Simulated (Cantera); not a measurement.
An adiabatic, constant-volume homogeneous reactor starts with CH₃OH : O₂ : N₂ = 1 : 0.833 : 3.13 (molar parts), at 1523 K and 0.987 atm. Integrator tolerance rtol = 1e-08.

Detailed kinetics in Cantera: GRI-Mech 3.0 (53 species, 325 reactions). GRI-Mech 3.0 was tuned for natural gas; its chemistry of methanol as a main component is partial and can be far from experiment.

### Question
What does this change do: pressure from 0.987 atm to 1.18 atm?

### Answer
```tsv
quantity	before	after
time of steepest temperature rise	0.136 ms	0.115 ms
temperature at 8.00 s	2864 K	2878 K
equilibrium temperature	2864 K	2878 K
x(CH₃OH) at 8.00 s	<1e-12 (gas-phase equilibrium <1e-12)	<1e-12 (gas-phase equilibrium <1e-12)
x(O₂) at 8.00 s	0.00157 (gas-phase equilibrium 0.00157)	0.00146 (gas-phase equilibrium 0.00146)
x(C₂H₄) at 8.00 s	<1e-12 (gas-phase equilibrium <1e-12)	<1e-12 (gas-phase equilibrium <1e-12)
x(CH₂O) at 8.00 s	1.11e-8 (gas-phase equilibrium 1.11e-8)	1.34e-8 (gas-phase equilibrium 1.34e-8)
x(CO₂) at 8.00 s	0.0375 (gas-phase equilibrium 0.0375)	0.0376 (gas-phase equilibrium 0.0376)
```
